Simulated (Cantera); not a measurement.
Input: 1 mol SiO2, 7.7 mol HBr, 1.1 mol N2, equilibrated at 98.0 mbar.

Method: chemical equilibrium by Gibbs-energy minimisation in Cantera with the NASA 1993 tables (ideal gas, pure condensed phases). Candidate condensed phases: Br2, H2O, Si, SiO2, Si2N2O, Si3N4; 45 gas species. The tables' values for SiBr3 are old estimates; treat these amounts as uncertain. The tables hold silica as quartz up to 1696 K and as liquid above; real silica turns to tridymite and cristobalite and melts near 1996 K. The numbers say what is thermodynamically allowed, not how fast it happens.

Problem. At 1698 K, list the 4 most abundant gas species with their mole fractions, and the condensed phases.

Solution. HBr 0.749, N2 0.120, Br 0.0857, H2 0.0437. Condensed: SiO2(condensed).
